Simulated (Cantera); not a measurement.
An adiabatic, constant-pressure homogeneous reactor starts with CH4 : CO : O2 : N2 = 1 : 0.087 : 0.888 : 3.34 (molar parts), equivalence ratio 2.3, at 1050 K and 25.7 atm.

Cantera simulation using GRI-Mech 3.0 (53 species, 325 reactions); the numbers are that mechanism's predictions, not measurements. The pressure lies above the range GRI-Mech 3.0 was tuned for (to about 10 atm).

Problem. Predict: time of steepest temperature rise; temperature at 8.00 s; equilibrium temperature; x(CH4) at 8.00 s; x(CO) at 8.00 s; x(NO) at 8.00 s.

Solution. 
```json
{
  "time_of_steepest_temperature_rise": "27.1 ms",
  "temperature at 8.00 s": "1996 K",
  "equilibrium_temperature": "1996 K",
  "x(CH4) at 8.00 s": "4.07e-7 (gas-phase equilibrium 4.43e-7)",
  "x(CO) at 8.00 s": "0.152 (gas-phase equilibrium 0.152)",
  "x(NO) at 8.00 s": "2.92e-7 (gas-phase equilibrium 3.73e-7)"
}
```
